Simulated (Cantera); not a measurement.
# SiCl4 + HCl + H2 (chlorosilane synthesis and conversion)

Input: 1 mol SiCl4, 1.5 mol HCl, 1.8 mol H2, equilibrated at 101000 Pa.

Equilibrium computed with Cantera from the NASA thermochemical tables; the gas is ideal and each condensed phase is pure. Candidate condensed phases: Si; 19 gas species. The tables' values for SiCl3 are old estimates; treat these amounts as uncertain. Kinetics and transport are ignored.

From 852 °C to 1152 °C nothing is condensed. The main Si-bearing gas is SiCl4 throughout.

```json
[
 {"T (°C)": "852", "x H2": "0.414", "x HCl": "0.354", "x SiCl4": "0.227", "x SiCl3": "0.000516", "x SiHCl3": "0.00461", "x SiCl2": "1.44e-5", "x SiH2Cl2": "1.15e-5"},
 {"T (°C)": "902", "x H2": "0.412", "x HCl": "0.356", "x SiCl4": "0.225", "x SiCl3": "0.00112", "x SiHCl3": "0.00614", "x SiCl2": "5.41e-5", "x SiH2Cl2": "2.14e-5"},
 {"T (°C)": "952", "x H2": "0.409", "x HCl": "0.359", "x SiCl4": "0.222", "x SiCl3": "0.00224", "x SiHCl3": "0.00789", "x SiCl2": "0.000179", "x SiH2Cl2": "3.74e-5"},
 {"T (°C)": "1002", "x H2": "0.405", "x HCl": "0.363", "x SiCl4": "0.217", "x SiCl3": "0.00420", "x SiHCl3": "0.00979", "x SiCl2": "0.000529", "x SiH2Cl2": "6.11e-5"},
 {"T (°C)": "1052", "x H2": "0.400", "x HCl": "0.369", "x SiCl4": "0.211", "x SiCl3": "0.00736", "x SiHCl3": "0.0117", "x SiCl2": "0.00140", "x SiH2Cl2": "9.29e-5"},
 {"T (°C)": "1102", "x H2": "0.392", "x HCl": "0.378", "x SiCl4": "0.202", "x SiCl3": "0.0120", "x SiHCl3": "0.0133", "x SiCl2": "0.00329", "x SiH2Cl2": "0.000131"},
 {"T (°C)": "1152", "x H2": "0.381", "x HCl": "0.390", "x SiCl4": "0.189", "x SiCl3": "0.0182", "x SiHCl3": "0.0145", "x SiCl2": "0.00692", "x SiH2Cl2": "0.000169"}
]
```
x: gas mole fraction; nothing condenses.
